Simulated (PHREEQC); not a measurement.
A solution holds 12 mmol/kgw Na2SO4, 0.22 mmol/kgw SrCl2 and 150 mmol/kgw NaCl, at 65 °C. Closed to the air; pH follows from the charge balance.

The numbers come from PHREEQC with the ion-association model, wateq4f.dat.

```tsv
quantity	before	after
Sr+2 (mol/kgw)	0.000180	0.000188
SI of Halite (NaCl)	-3.54	-3.43
```

Problem. Name the change that produced these shifts.
A. Na2SO4 left out
B. diluted 10-fold with water
C. temperature from 65 to 45 °C
D. temperature from 65 to 20 °C
E. NaCl left out

Solution. D, temperature from 65 to 20 °C

No solid was allowed to form. Constants without temperature data keep their 25 °C values here.
